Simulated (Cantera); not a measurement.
# Thermodynamics of boron, boron nitride and boron oxide, feed BCl3 + N2 + H2

Input: 1 mol BCl3, 28 mol N2, 1.3 mol H2, at 1698 K and 0.0133 bar.

Method: chemical equilibrium by Gibbs-energy minimisation in Cantera with the NASA 1993 tables (ideal gas, pure condensed phases). Candidate condensed phases: B, BN, NH4Cl; 21 gas species. The tables' values for BCl2, BCl are old estimates; treat these amounts as uncertain. Gases not in the tables: BHCl2. Kinetics and transport are ignored.

| Item | Value |
|---|---|
| x(N2) | 0.909 |
| x(HCl) | 0.0814 |
| x(BCl3) | 0.00498 |
| x(H2) | 0.00213 |
| x(Cl) | 0.00172 |
| x(BCl2) | 0.000314 |
| x(BCl) | 0.000209 |
| x(H) | 5.78e-5 |
| x(Cl2) | 1.09e-6 |
| n(BN(s)) | 0.833 mol |
| gas amount | 30.34 mol |
| log10 activity of B(s) (absent) | -2.16 |
